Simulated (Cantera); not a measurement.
A closed system holds: 1 mol CH3OH, 0.49 mol O2, 82 mol H2, at 648.15 K.

Equilibrium computed with Cantera from the NASA thermochemical tables; the gas is ideal and each condensed phase is pure. Candidate condensed phases: C, C6H6, C7H8, C8H18, H2O; 110 gas species. The ideal-gas law is rough above about 30 bar. Equilibrium is a limit: real reactors are often held back by kinetics, nucleation or transport.

log p: log10 of the partial pressure in bar; nothing condenses.

| P (Pa) | log p H2 | log p H2O | log p CH4 | log p CO |
|---|---|---|---|---|
| 10 | -4.01 | -5.98 | -7.20 | (withheld) |
| 56 | -3.26 | -5.04 | -5.47 | (withheld) |
| 320 | -2.51 | -4.13 | -4.43 | (withheld) |
| 1800 | -1.76 | -3.37 | -3.66 | (withheld) |
| 10000 | -1.02 | -2.62 | -2.92 | (withheld) |
| 56000 | -0.27 | -1.87 | -2.17 | (withheld) |
| 320000 | 0.49 | -1.12 | -1.41 | (withheld) |
| 1800000 | 1.24 | -0.37 | -0.66 | (withheld) |
| 10000000 | 1.98 | 0.38 | 0.08 | <-10 |

### Question
What belongs in the gaps?

### Answer

- 10, log p CO: -6.02
- 56, log p CO: -5.59
- 320, log p CO: -5.91
- 1800, log p CO: -6.62
- 10000, log p CO: -7.37
- 56000, log p CO: -8.11
- 320000, log p CO: -8.87
- 1800000, log p CO: -9.62
